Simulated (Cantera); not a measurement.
What does this Cantera script print?

```python
import numpy as np
import cantera as ct

gas_names = """
    F FO FO2 F2 F2O Mg MgF MgF2 MgN MgO Mg2 Mg2F4 N NF NF2 NF3 NO NO2 NO3 N2 N2O O O2 O3
""".split()
cond_names = """
    Mg(cr) Mg(L) MgF2(s) MgF2(L) MgO(s) MgO(L)
""".split()


# ... load() reads the species with a 1 bar reference pressure and builds the phases ...
atoms = {
    'MgO': {'Mg': 1, 'O': 1},
    'NF3': {'N': 1, 'F': 3},
}
top_T = {}  # K; cautious upper limits of use, not melting points


# ... equilibrate(T, P, feed) seeds the gas with the atoms and calls Mixture.equilibrate('TP', solver="vcs", rtol=1e-11, max_steps=5000) ...
results = []
feed = {'MgO': 1, 'NF3': 6.7}  # mol
T = 1675  # K
P = 6.7  # Pa
mix = equilibrate(T, P, feed)
results.append((T, P, feed, dict(zip(mix.species_names, mix.species_moles))))
print(gas.report(threshold=0.0001))
for i in range(1, mix.n_phases):
    print(f"{mix.phase(i).name:16s} {mix.phase_moles(i):12.5e} mol")
```

It prints:

```
       temperature   1675 K
          pressure   6.7 Pa
           density   1.0814e-05 kg/m^3
  mean mol. weight   22.478 kg/kmol
   phase of matter   gas

                          1 kg             1 kmol
                     ---------------   ---------------
          enthalpy        2.9048e+06        6.5294e+07  J
   internal energy        2.2853e+06        5.1367e+07  J
           entropy             13227        2.9731e+05  J/K
    Gibbs function        -1.925e+07       -4.3269e+08  J
 heat capacity c_p            1112.5             25006  J/K
 heat capacity c_v            742.58             16692  J/K

                      mass frac. Y      mole frac. X     chem. pot. / RT
                     ---------------   ---------------   ---------------
                 F           0.66639           0.78843            -25.63
              MgF2           0.12074           0.04356            -101.6
                NO        0.00048147        0.00036067           -39.752
                N2           0.18164           0.14574           -37.895
                 O        0.00043348        0.00060902           -20.805
                O2          0.030314          0.021295           -41.609
     [  +18 minor]        3.3136e-06        1.8111e-06

Mg(L)             0.00000e+00 mol
MgF2(L)           0.00000e+00 mol
MgO(s)            0.00000e+00 mol
```

These are equilibrium values from Cantera (NASA tables, ideal gas, pure condensed phases), not measurements of a reactor.
